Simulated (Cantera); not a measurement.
A closed system holds: 1 mol PbO, 1.1 mol H2, equilibrated at 875 K and 0.100 bar.

Equilibrium computed with Cantera from the NASA thermochemical tables; the gas is ideal and each condensed phase is pure. Candidate condensed phases: H2O, Pb, PbO, PbO2, Pb3O4; 12 gas species. Rates play no part.

Base state: H2O 0.909, H2 0.0909 (mole fractions); condensed: Pb(l).

### Question
What changes in the equilibrium state with this change: temperature from 875 K to 1300 K?

### Answer
```tsv
species	before	after
H2O	0.909	0.885
H2	0.0909	0.0885
Pb	6.74e-6	0.0262
PbO	<1e-9	2.19e-5
Pb(l), mol	1.000	0.970
```
